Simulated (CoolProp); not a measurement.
Computed with CoolProp (reference Helmholtz-energy equation of state, Schmidt 1985).

For oxygen, give the phase and the density (kg/m³), cp (kJ/(kg K)) at -184.65 °C and 0.36 MPa; -184.65 °C and 2.52 MPa.


- -184.65 °C and 0.36 MPa: liquid; density 1150, cp 1.69
- -184.65 °C and 2.52 MPa: liquid; density 1150, cp 1.68
